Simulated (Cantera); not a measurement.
# Hydrogen reduction and annealing atmospheres: PbO + H2

A closed system holds: 1 mol PbO, a varied amount of H2, at 2223.15 K and 0.0230 bar.

These are equilibrium values from Cantera (NASA tables, ideal gas, pure condensed phases), not measurements of a reactor. Candidate condensed phases: H2O, Pb, PbO, PbO2, Pb3O4; 12 gas species. Equilibrium is a limit: real reactors are often held back by kinetics, nucleation or transport.

```tsv
n(H2) (mol)	log p H2	log p H	log p Pb	log p H2O	log p OH	log p O
100	-1.67	-3.03	-3.65	-3.65	-5.86	-7.37
200	-1.66	-3.02	-3.95	-3.95	-6.16	-7.68
300	-1.66	-3.02	-4.13	-4.13	-6.33	-7.85
400	-1.66	-3.02	-4.25	-4.25	-6.46	-7.98
500	-1.66	-3.02	-4.35	-4.35	-6.55	-8.08
600	-1.66	-3.02	-4.43	-4.43	-6.63	-8.16
700	-1.66	-3.02	-4.49	-4.50	-6.70	-8.22
800	-1.66	-3.02	-4.55	-4.55	-6.76	-8.28
```
log p: log10 of the partial pressure in bar; nothing condenses.

From 100 mol H2 to 800 mol H2 nothing is condensed. The main Pb-bearing gas is Pb throughout.
